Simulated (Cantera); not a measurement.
Input: 1 mol FeS, 6.8 mol H2, 78 mol N2, at 55.0 Pa.

Method: chemical equilibrium by Gibbs-energy minimisation in Cantera with the NASA 1993 tables (ideal gas, pure condensed phases). Candidate condensed phases: Fe, FeS, FeS2, S; 16 gas species. Mutual solubility and eutectic melting of coexisting phases are not modelled. FeS: taken at fixed stoichiometry. Kinetics and transport are ignored.

Task: At 827 °C, list the 3 most abundant gas species with their mole fractions, and the condensed phases.

Result: N2 0.920, H2 0.0800, H2S 0.000183. Condensed: Fe(α) + FeS(s).
